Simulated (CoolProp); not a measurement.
Aqueous propylene glycol as a coolant, at 18 °C, 1 atm.

Values from CoolProp's Melinder's fits for secondary coolants.

```tsv
mass %	freezing point (°C)	cp (kJ/(kg K))	Prandtl number	density (kg/m³)	conductivity (W/(m K))
3.9	-0.9	4.139	8.84	1002	0.574
8.6	-2.4	4.088	10.8	1006	0.549
13.2	-4.1	4.042	13.1	1009	0.524
17.9	-6.2	3.995	16.0	1014	0.501
22.6	-8.5	3.944	19.7	1018	0.477
27.2	-11.1	3.888	24.4	1022	0.456
31.9	-14.1	3.825	30.4	1026	0.434
36.5	-17.5	3.757	37.7	1030	0.414
41.2	-21.7	3.680	46.8	1034	0.394
45.8	-26.7	3.600	57.5	1038	0.375
50.5	-32.9	3.513	70.5	1041	0.357
```
